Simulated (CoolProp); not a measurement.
Model: reference Helmholtz-energy equation of state, Schmidt 1985, in CoolProp.

For oxygen, give the phase and the conductivity (mW/(m K)), Prandtl number, fugacity coefficient at 233.8 K and 2840 kPa.


- 233.8 K and 2840 kPa: gas; conductivity 22.8, Prandtl number 0.770, fugacity coefficient 0.952

Viscosity comes from a separate model (Lemmon 2004). Thermal conductivity comes from a separate model (Lemmon 2004).
